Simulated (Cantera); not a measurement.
An isothermal, constant-pressure homogeneous reactor starts with CH2O : O2 : N2 : H2 = 0.0062 : 0.01 : 1 : 0.0025 (molar parts), at 1125 K and 5.00 bar.

Detailed kinetics in Cantera: GRI-Mech 3.0 (53 species, 325 reactions).

One state of this run: x CH2O = 7.77e-5; x O2 = 0.00747; x NO = 7.03e-11; x H2O = 0.00427; x CH4 = 4.40e-9. x: mole fraction; the columns are a selection and need not sum to one.

### Question
Which value of t (s) does it belong to?
(A) 7.50e-5
(B) 0.137
(C) 3.00e-6
(D) 0.00187

### Answer
D, 0.00187
